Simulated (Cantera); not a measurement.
**Hydrocarbon pyrolysis for carbon deposition**

An isothermal, constant-pressure homogeneous reactor starts with C₂H₆ : N₂ = 1 : 67 (molar parts), at 1250 K and 0.133 bar.

Model: GRI-Mech 3.0 (53 species, 325 reactions), integrated in Cantera. GRI-Mech 3.0 stops at C3 and has no aromatics, soot or wall deposition, so with more carbon than oxygen in the feed, carbon stays in small species such as C2H2 where larger ones or solid carbon would form.

```tsv
t (s)	x C₂H₆	x C₂H	x C₂H₄	x CH₄	x H₂	x CH₂	x H
0.000400	0.0147	<1e-12	3.91e-6	1.43e-6	3.59e-6	3.83e-10	3.34e-7
0.000825	0.0147	<1e-12	3.06e-5	5.69e-6	2.92e-5	2.30e-9	1.23e-6
0.00170	0.0145	<1e-12	0.000185	2.15e-5	0.000179	8.97e-9	2.91e-6
0.00350	0.0139	5.34e-12	0.000710	7.51e-5	0.000686	1.77e-8	4.10e-6
0.00722	0.0125	1.84e-11	0.00192	0.000215	0.00187	2.01e-8	4.66e-6
0.0149	0.00999	5.08e-11	0.00417	0.000517	0.00421	1.87e-8	5.25e-6
0.0307	0.00587	1.39e-10	0.00745	0.00109	0.00818	1.47e-8	6.21e-6
0.0632	0.00173	3.20e-10	0.00965	0.00180	0.0131	6.72e-9	6.62e-6
0.130	0.000246	3.04e-10	0.00856	0.00208	0.0167	1.15e-9	3.81e-6
0.269	3.60e-5	1.68e-10	0.00684	0.00213	0.0187	1.75e-10	1.67e-6
0.554	6.40e-6	8.67e-11	0.00549	0.00214	0.0201	3.22e-11	7.65e-7
1.14	1.58e-6	4.94e-11	0.00438	0.00214	0.0212	8.13e-12	4.02e-7
2.35	6.99e-7	3.71e-11	0.00329	0.00214	0.0222	3.70e-12	2.84e-7
4.85	4.38e-7	3.48e-11	0.00207	0.00214	0.0234	2.60e-12	2.50e-7
10.0	2.43e-7	3.19e-11	0.000956	0.00214	0.0245	1.83e-12	2.18e-7
```
x: mole fraction; the columns are a selection and need not sum to one.

Equilibrium at this temperature and pressure: C₂H₆ 2.12e-8, C₂H 7.66e-12, C₂H₄ 6.79e-5, CH₄ 0.000749, H₂ 0.0274, CH₂ <1e-12, H 2.21e-7 (gas phase only).
